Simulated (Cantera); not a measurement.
What does this Cantera script print?

```python
import numpy as np
import cantera as ct

gas_names = [...]  # 113 gases of nasa_gas.yaml made of C, H, O, Ti
cond_names = """
    C(gr) C6H6(L) C7H8(L) C8H18(L),n-octa H2O(s) H2O(L) Ti(a) Ti(b) Ti(L) TiC(s) TiC(L) TiO(a) TiO(b)
    TiO(L) TiO2(ru) TiO2(L) Ti2O3(a) Ti2O3(b) Ti2O3(L) Ti3O5(a) Ti3O5(b) Ti3O5(L) Ti4O7(s) Ti4O7(L)
""".split()


# ... load() reads the species with a 1 bar reference pressure and builds the phases ...
atoms = {
    'Ti(OiPr)4': {'Ti': 1, 'C': 12, 'H': 28, 'O': 4},
    'CH4': {'C': 1, 'H': 4},
    'H2': {'H': 2},
}
top_T = {'C(gr)': 4500}  # K; cautious upper limits of use, not melting points


# ... equilibrate(T, P, feed) seeds the gas with the atoms and calls Mixture.equilibrate('TP', solver="vcs", rtol=1e-11, max_steps=5000) ...
results = []
feed = {'Ti(OiPr)4': 1, 'CH4': 0.65, 'H2': 1.7}  # mol
P = 9400  # Pa
for T in [1275, 1375, 1475, 1575, 1675, 1775, 1875, 1975]:
    mix = equilibrate(T, P, feed)
    results.append((T, P, feed, dict(zip(mix.species_names, mix.species_moles))))
    x = sorted(zip(gas.X, gas.species_names), reverse=True)
    print(f"T = {T:g} K  P = {P:g} Pa  gas = {mix.phase_moles(0):.4g} mol")
    print("   x: " + "  ".join(f"{s} {v:.3e}" for v, s in x if v > 1e-05))
    print("   condensed (mol): " + ("  ".join(f"{mix.phase(i).name} {mix.phase_moles(i):.4g}"
          for i in range(1, mix.n_phases) if mix.phase_moles(i) > 1e-12) or "none"))
```

Output:

```
T = 1275 K  P = 9400 Pa  gas = 19.32 mol
   x: H2 8.785e-01  CO 1.207e-01  CH4 6.725e-04  H2O 1.162e-04
   condensed (mol): C(gr) 10.31  Ti3O5(b) 0.3333
T = 1375 K  P = 9400 Pa  gas = 20.99 mol
   x: H2 8.091e-01  CO 1.905e-01  CH4 3.063e-04  H2O 6.666e-05  H 1.005e-05
   condensed (mol): C(gr) 7.645  TiC(s) 1
T = 1475 K  P = 9400 Pa  gas = 21 mol
   x: H2 8.093e-01  CO 1.905e-01  CH4 1.789e-04  H 3.806e-05  H2O 2.990e-05
   condensed (mol): C(gr) 7.647  TiC(s) 1
T = 1575 K  P = 9400 Pa  gas = 21 mol
   x: H2 8.093e-01  CO 1.905e-01  H 1.219e-04  CH4 1.120e-04  C2H2,acetylene 1.707e-05  H2O 1.487e-05
   condensed (mol): C(gr) 7.647  TiC(s) 1
T = 1675 K  P = 9400 Pa  gas = 21 mol
   x: H2 8.091e-01  CO 1.905e-01  H 3.406e-04  CH4 7.413e-05  C2H2,acetylene 4.699e-05
   condensed (mol): C(gr) 7.647  TiC(s) 1
T = 1775 K  P = 9400 Pa  gas = 21.01 mol
   x: H2 8.086e-01  CO 1.904e-01  H 8.489e-04  C2H2,acetylene 1.151e-04  CH4 5.145e-05
   condensed (mol): C(gr) 7.644  TiC(s) 1
T = 1875 K  P = 9400 Pa  gas = 21.02 mol
   x: H2 8.075e-01  CO 1.903e-01  H 1.921e-03  C2H2,acetylene 2.558e-04  CH4 3.714e-05
   condensed (mol): C(gr) 7.638  TiC(s) 1
T = 1975 K  P = 9400 Pa  gas = 21.04 mol
   x: H2 8.053e-01  CO 1.901e-01  H 4.005e-03  C2H2,acetylene 5.230e-04  CH4 2.768e-05
   condensed (mol): C(gr) 7.627  TiC(s) 1
```

Equilibrium computed with Cantera from the NASA thermochemical tables; the gas is ideal and each condensed phase is pure. The feed counts by its element totals alone. TiC: taken at fixed stoichiometry.
